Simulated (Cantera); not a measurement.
What does this Cantera script print?

```python
import numpy as np
import cantera as ct

gas = ct.Solution("gri30.yaml")
gas.TPX = 600, 15000, {'CH4': 1, 'O2': 2, 'N2': 5.78}
flame = ct.FreeFlame(gas, width=0.15)
flame.set_refine_criteria(ratio=3, slope=0.08, curve=0.16)
flame.transport_model = "mixture-averaged"
flame.solve(loglevel=0, auto=True)
z, T = flame.grid, flame.T
thick = (T[-1] - T[0]) / np.gradient(T, z).max()
show = ['CH4', 'O2', 'OH', 'O', 'NO', 'HCO']
print(f"laminar burning velocity  {flame.velocity[0] * 100:.3f} cm/s")
print(f"burnt temperature         {T[-1]:.1f} K")
print(f"thermal thickness         {thick * 1e3:.4f} mm")
print(f"grid points               {len(z)}")
z0 = z[flame.heat_release_rate.argmax()]
print(f"{'z/mm':>9s}{'T/K':>9s}{'u/(m/s)':>9s}" + "".join(f"{s:>11s}" for s in show))
rows = []
for k in (-3, -2, -1.5, -1, -0.5, -0.25, 0, 0.25, 0.5, 1, 2, 4, 8):
    zz = z0 + k * thick
    rows.append([k * thick, np.interp(zz, z, T), np.interp(zz, z, flame.velocity),
                 *(np.interp(zz, z, flame.X[gas.species_index(s)]) for s in show)])
    print(f"{rows[-1][0] * 1e3:9.3f}{rows[-1][1]:9.1f}{rows[-1][2]:9.3f}" + "".join(f"{x:11.3e}" for x in rows[-1][3:]))
```

Result:

```
laminar burning velocity  239.086 cm/s
burnt temperature         2423.7 K
thermal thickness         1.4115 mm
grid points               167
     z/mm      T/K  u/(m/s)        CH4         O2         OH          O         NO        HCO
   -4.234    600.0    2.392  1.138e-01  2.276e-01  4.814e-10  1.733e-09  1.866e-11  1.537e-15
   -2.823    600.9    2.401  1.135e-01  2.271e-01  1.435e-07  6.202e-08  6.711e-10  4.801e-12
   -2.117    605.1    2.424  1.128e-01  2.262e-01  1.719e-06  3.572e-07  4.651e-09  1.569e-10
   -1.411    650.9    2.628  1.090e-01  2.221e-01  1.898e-05  3.344e-06  7.150e-08  1.260e-08
   -0.706   1007.0    4.153  8.160e-02  1.920e-01  1.615e-04  6.896e-05  1.009e-06  3.212e-06
   -0.353   1427.3    5.987  4.575e-02  1.467e-01  1.074e-03  4.003e-04  2.956e-06  5.464e-05
    0.000   1827.5    7.772  1.326e-02  9.328e-02  4.499e-03  1.863e-03  7.069e-06  1.587e-04
    0.353   2013.3    8.608  1.739e-03  5.799e-02  1.033e-02  5.210e-03  1.284e-05  8.128e-05
    0.706   2056.1    8.788  1.273e-04  4.232e-02  1.431e-02  8.179e-03  1.732e-05  1.054e-05
    1.411   2076.4    8.839  4.869e-07  3.369e-02  1.640e-02  9.876e-03  2.147e-05  7.380e-08
    2.823   2096.3    8.888  1.072e-10  3.082e-02  1.688e-02  9.997e-03  2.555e-05  2.071e-08
    5.646   2122.2    8.975  3.976e-15  2.967e-02  1.700e-02  9.564e-03  3.337e-05  1.835e-08
   11.292   2163.2    9.119  2.406e-17  2.855e-02  1.699e-02  8.717e-03  5.086e-05  1.564e-08
```

Detailed kinetics in Cantera: GRI-Mech 3.0 (53 species, 325 reactions). Burning velocities carry a grid error of a few per cent, more on coarse grids.
